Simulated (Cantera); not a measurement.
A perfectly stirred reactor is fed with CH4 : O2 : N2 = 0.019 : 0.0034 : 1 (molar parts), equivalence ratio 11, at 5.00 bar; it is held at 1375 K, and followed from long to short residence time.

Cantera simulation using GRI-Mech 3.0 (53 species, 325 reactions); the numbers are that mechanism's predictions, not measurements. GRI-Mech 3.0 stops at C3 and has no aromatics, soot or wall deposition, so with more carbon than oxygen in the feed, carbon stays in small species such as C2H2 where larger ones or solid carbon would form.

Q: Predict: x(CH4) at τ = 1.70 s; x(O2) at τ = 1.70 s; x(CH3) at τ = 1.70 s; x(CH4) at τ = 0.120 s; x(O2) at τ = 0.120 s; x(CH3) at τ = 0.120 s; x(N2O) at τ = 0.120 s.

A: 
```
Quantity                 Result
---------------------  --------
x(CH4) at τ = 1.70 s     0.0128
x(O2) at τ = 1.70 s    0.000377
x(CH3) at τ = 1.70 s    4.71e-6
x(CH4) at τ = 0.120 s    0.0171
x(O2) at τ = 0.120 s    0.00262
x(CH3) at τ = 0.120 s   8.43e-6
x(N2O) at τ = 0.120 s   2.20e-9
```
